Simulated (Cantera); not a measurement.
Silicon oxide and oxynitride deposition: HMDSO + H2O + N2

Input: 1 mol HMDSO, 0.15 mol H2O, 77 mol N2, equilibrated at 6.60 Pa.

Cantera equilibrium calculation (NASA polynomials, part measured and part estimated; ideal gas, pure solids and liquids). Candidate condensed phases: C, C6H6, C7H8, C8H18, H2O, Si, SiC, SiO2, Si2N2O, Si3N4; 151 gas species. The feed counts by its element totals alone. N2 is the only nitrogen source here; it is nearly inert below about 1500 K, so the nitride shown seldom forms there in practice. The tables' values for SiN are old estimates; treat these amounts as uncertain. Rates play no part.

```json
[
 {"T (°C)": "600", "log p N2": "-4.23", "log p H2": "-5.15", "log p H": "-12.90", "log p Si": "<-16", "log p CO": "-6.94", "n C(graphite)": "5.85", "n Si2N2O(s)": "1.00", "n SiC(s)": "0"},
 {"T (°C)": "700", "log p N2": "-4.23", "log p H2": "-5.15", "log p H": "-11.54", "log p Si": "<-16", "log p CO": "-6.94", "n C(graphite)": "5.85", "n Si2N2O(s)": "1.00", "n SiC(s)": "0"},
 {"T (°C)": "800", "log p N2": "-4.23", "log p H2": "-5.15", "log p H": "-10.43", "log p Si": "<-16", "log p CO": "-6.94", "n C(graphite)": "5.85", "n Si2N2O(s)": "1.00", "n SiC(s)": "0"},
 {"T (°C)": "900", "log p N2": "-4.23", "log p H2": "-5.15", "log p H": "-9.50", "log p Si": "-15.62", "log p CO": "-6.94", "n C(graphite)": "5.85", "n Si2N2O(s)": "1.000", "n SiC(s)": "0"},
 {"T (°C)": "1000", "log p N2": "-4.23", "log p H2": "-5.16", "log p H": "-8.73", "log p Si": "-13.33", "log p CO": "-6.06", "n C(graphite)": "2.85", "n Si2N2O(s)": "0", "n SiC(s)": "2.00"},
 {"T (°C)": "1100", "log p N2": "-4.24", "log p H2": "-5.16", "log p H": "-8.06", "log p Si": "-11.78", "log p CO": "-6.06", "n C(graphite)": "2.84", "n Si2N2O(s)": "0", "n SiC(s)": "2.00"},
 {"T (°C)": "1200", "log p N2": "-4.24", "log p H2": "-5.16", "log p H": "-7.48", "log p Si": "-10.45", "log p CO": "-6.06", "n C(graphite)": "2.83", "n Si2N2O(s)": "0", "n SiC(s)": "2.00"},
 {"T (°C)": "1300", "log p N2": "-4.24", "log p H2": "-5.16", "log p H": "-6.97", "log p Si": "-9.28", "log p CO": "-6.06", "n C(graphite)": "2.81", "n Si2N2O(s)": "0", "n SiC(s)": "2.00"},
 {"T (°C)": "1400", "log p N2": "-4.24", "log p H2": "-5.17", "log p H": "-6.53", "log p Si": "-8.25", "log p CO": "-6.06", "n C(graphite)": "2.78", "n Si2N2O(s)": "0", "n SiC(s)": "1.99"},
 {"T (°C)": "1500", "log p N2": "-4.24", "log p H2": "-5.19", "log p H": "-6.14", "log p Si": "-7.34", "log p CO": "-6.07", "n C(graphite)": "2.78", "n Si2N2O(s)": "0", "n SiC(s)": "1.93"},
 {"T (°C)": "1600", "log p N2": "-4.24", "log p H2": "-5.23", "log p H": "-5.80", "log p Si": "-6.53", "log p CO": "-6.07", "n C(graphite)": "3.03", "n Si2N2O(s)": "0", "n SiC(s)": "1.58"},
 {"T (°C)": "1700", "log p N2": "-4.26", "log p H2": "-5.30", "log p H": "-5.52", "log p Si": "-5.88", "log p CO": "-6.08", "n C(graphite)": "4.35", "n Si2N2O(s)": "0", "n SiC(s)": "0"},
 {"T (°C)": "1800", "log p N2": "-4.26", "log p H2": "-5.42", "log p H": "-5.29", "log p Si": "-5.88", "log p CO": "-6.09", "n C(graphite)": "4.18", "n Si2N2O(s)": "0", "n SiC(s)": "0"}
]
```
log p: log10 of the partial pressure in bar; n: condensed amount in mol.

From 600 °C to 900 °C the condensed part is C(graphite) + Si2N2O(s). From 1000 °C to 1600 °C the condensed part is C(graphite) + SiC(s). From 1700 °C to 1800 °C the condensed part is C(graphite).
